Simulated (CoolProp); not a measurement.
n-hexane along the isotherm 600 K: Z from the reference equation and from simpler models built on Tc = 507.8 K, pc = 3.044 MPa, ω = 0.300; each cubic takes its own stable root.

Values from CoolProp's reference Helmholtz-energy equation of state, Thol 2019.

```json
[
 {"p (MPa)": "2.34", "phase": "gas", "reference": "0.8425"},
 {"p (MPa)": "4.68", "phase": "supercritical", "reference": "0.6739"},
 {"p (MPa)": "7.02", "phase": "supercritical", "reference": "0.5549"},
 {"p (MPa)": "9.37", "phase": "supercritical", "reference": "0.5518"},
 {"p (MPa)": "11.7", "phase": "supercritical", "reference": "0.5997"},
 {"p (MPa)": "14", "phase": "supercritical", "reference": "0.6611"},
 {"p (MPa)": "16.4", "phase": "supercritical", "reference": "0.7300"},
 {"p (MPa)": "18.7", "phase": "supercritical", "reference": "0.7977"},
 {"p (MPa)": "21.1", "phase": "supercritical", "reference": "0.8689"},
 {"p (MPa)": "23.4", "phase": "supercritical", "reference": "0.9370"},
 {"p (MPa)": "25.8", "phase": "supercritical", "reference": "1.008"},
 {"p (MPa)": "28.1", "phase": "supercritical", "reference": "1.075"},
 {"p (MPa)": "30.4", "phase": "supercritical", "reference": "1.142"}
]
```

**Question.** How far does each simpler model (van der Waals, Redlich-Kwong, Soave-Redlich-Kwong, Peng-Robinson) lie from the reference over these 13 states: mean and median of the absolute difference, and the worst?

**Answer.** 
- van der Waals: mean 19.8 %, median 23.9 %, worst +29.2 % at 600 K and 30.4 MPa
- Redlich-Kwong: mean 3.7 %, median 3.7 %, worst -5.4 % at 600 K and 4.68 MPa
- Soave-Redlich-Kwong: mean 8.4 %, median 8.2 %, worst +14.0 % at 600 K and 9.37 MPa
- Peng-Robinson: mean 2.6 %, median 2.3 %, worst +5.9 % at 600 K and 9.37 MPa
